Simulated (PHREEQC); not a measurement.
Consider water at 20 °C with 0.15 mol Ni(NO3)2, 0.001 mol NaCl and 0.00096 mol MnSO4 per kg of water. It is in equilibrium with CO2 at log p = -3.5 (atm). Otherwise closed; pH follows from the charge balance.

All values are PHREEQC results (ion-association model, wateq4f.dat), not measurements.

Each row changes one thing in this solution. Precipitation was switched off in this run.

```csv
case,pH,Cl- (mol/kgw),NiCl+ (mol/kgw),NiHCO3+ (mol/kgw),NiCO3 (mol/kgw),HCO3- (mol/kgw),SI of Ni(OH)2 (Ni(OH)2),SI of Halite (NaCl)
as made,5.13,0.000911,8.79e-5,5.62e-6,1.14e-6,9.89e-7,-1.53,-7.94
MnSO4 from 0.00096 to 0.0048 mol/kgw,5.14,0.000909,8.64e-5,5.63e-6,1.16e-6,1.01e-6,-1.52,-7.95
MnSO4 from 0.00096 to 0.00192 mol/kgw,5.13,0.000910,8.75e-5,5.62e-6,1.14e-6,9.93e-7,-1.53,-7.94
MnSO4 left out,5.13,0.000911,8.83e-5,5.62e-6,1.13e-6,9.85e-7,-1.53,-7.94
diluted 100-fold with water,5.57,9.97e-6,2.81e-8,3.17e-7,2.46e-7,2.04e-6,-2.23,-11.63
MnSO4 from 0.00096 to 0.00144 mol/kgw,5.13,0.000911,8.77e-5,5.62e-6,1.14e-6,9.91e-7,-1.53,-7.94
NaCl from 0.001 to 0.01 mol/kgw,5.13,0.00909,0.000873,5.61e-6,1.14e-6,9.92e-7,-1.53,-5.94
```

Species that the database lacks are ignored.
